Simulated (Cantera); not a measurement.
Cantera with NASA thermochemical tables; ideal gases at 1 bar, condensed phases pure. Values are per mole of reaction as written; species without (g) are pure solids or liquids, kept so even where they would boil at 1 bar.

3 Ba(OH)2 + N2O(g) ⇌ 3 BaO + 6 H(g) + 2 NO2(g), with ΔH° = 2489.3 kJ and ΔS° = 843.5 J/K at 300 K.

How far is the shortcut ΔG° ≈ ΔH°(300 K) − T·ΔS°(300 K) from the full temperature-dependent value at 1000, 1150, 1300, 1450, 1600, 1750, 1900, 2050, 2200, 2350 K?


```
T (K)  shortcut (kJ)  full (kJ)  difference (kJ)  difference in log10 K    condensed phases
-----  -------------  ---------  ---------------  ---------------------  ------------------
1000          1645.9     1686.3            -40.5                   2.11  Ba(OH)2(l), BaO(s)
1150          1519.3     1579.9            -60.6                   2.75  Ba(OH)2(l), BaO(s)
1300          1392.8     1474.9            -82.1                   3.30  Ba(OH)2(l), BaO(s)
1450          1266.3     1371.0           -104.8                   3.77  Ba(OH)2(l), BaO(s)
1600          1139.8     1268.2           -128.4                   4.19  Ba(OH)2(l), BaO(s)
1750          1013.2     1166.2           -152.9                   4.56  Ba(OH)2(l), BaO(s)
1900           886.7     1064.9           -178.2                   4.90  Ba(OH)2(l), BaO(s)
2050           760.2      964.2           -204.0                   5.20  Ba(OH)2(l), BaO(s)
2200           633.7      864.1           -230.4                   5.47  Ba(OH)2(l), BaO(s)
2350           507.1      759.5           -252.4                   5.61  Ba(OH)2(l), BaO(l)
```
The shortcut ignores heat capacities and the phase changes listed.
